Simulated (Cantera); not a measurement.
Feed: 1 mol HgO, 5.3 mol H₂, at 1800 Torr.

Cantera equilibrium calculation (NASA polynomials, part measured and part estimated; ideal gas, pure solids and liquids). Candidate condensed phases: H₂O, Hg, HgO; 10 gas species. Kinetics and transport are ignored. All values below are at 1250 °C.

Base state: H₂ 0.683, H₂O 0.159, Hg 0.159, H 1.23e-5 (mole fractions); condensed: gas only.

**Question.** What changes in the equilibrium state with this change: 0.053 mol NH₃ added?

**Answer.** 
```tsv
species	before	after
H₂	0.683	0.684
Hg	0.159	0.156
H₂O	0.159	0.156
N₂	0	0.00413
H	1.23e-5	1.23e-5
```
